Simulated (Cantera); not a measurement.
# Low-pressure radical oxidation in H2/O2

An isothermal, constant-pressure homogeneous reactor starts with H2 : O2 : N2 : H2O = 0.005 : 1 : 0.78 : 0.019 (molar parts), at 1350 K and 0.00967 atm.

Detailed kinetics in Cantera: the H2/O2 subset of GRI-Mech 3.0, which has no nitrogen chemistry. Radical loss at walls, strong at low pressure, is not modelled.

```csv
t (s),x H2,x O2,x H2O2,x HO2,x H2O
2.00e-6,0.00277,0.554,<1e-12,2.71e-11,0.0105
1.83e-5,0.00277,0.554,<1e-12,2.48e-10,0.0105
0.000168,0.00277,0.554,<1e-12,2.28e-9,0.0105
0.00154,0.00277,0.554,1.13e-11,2.08e-8,0.0105
0.0141,0.00258,0.554,5.70e-10,1.95e-7,0.0107
0.130,2.30e-5,0.552,6.82e-9,2.01e-7,0.0129
1.19,1.02e-5,0.553,4.63e-9,1.23e-7,0.0131
10.9,7.27e-7,0.554,8.45e-10,2.00e-8,0.0133
100,4.61e-8,0.554,9.13e-11,1.31e-8,0.0133
```
x: mole fraction; the columns are a selection and need not sum to one.

Equilibrium at this temperature and pressure: H2 3.71e-8, O2 0.554, H2O2 7.78e-11, HO2 1.40e-8, H2O 0.0133 (gas phase only).
